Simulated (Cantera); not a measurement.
**TiO2 + CO + H2 (carbothermic reduction)**

Feed: 1 mol TiO2, 0.68 mol CO, 2.1 mol H2, equilibrated at 1050 °C and 1.40 mbar.

Method: chemical equilibrium by Gibbs-energy minimisation in Cantera with the NASA 1993 tables (ideal gas, pure condensed phases). Candidate condensed phases: C, C6H6, C7H8, C8H18, H2O, Ti, TiC, TiO, TiO2, Ti2O3, Ti3O5, Ti4O7; 113 gas species. Mutual solubility and eutectic melting of coexisting phases are not modelled. Condensed phases not in the tables: Magnéli phases beyond Ti4O7. The numbers say what is thermodynamically allowed, not how fast it happens.

```yaml
x(H2): 0.753
x(CO): 0.244
x(H2O): 0.00280
x(CO2): 0.000489
x(H): 3.68e-5
n(TiO2(rutile)): 0.963 mol
n(Ti4O7(s)): 0.00914 mol
gas_amount: 2.780 mol
log10 activity of Ti3O5(s) (absent): -0.17
log10 activity of Ti2O3(s) (absent): -0.64
log10 activity of C(graphite) (absent): -3.17
```
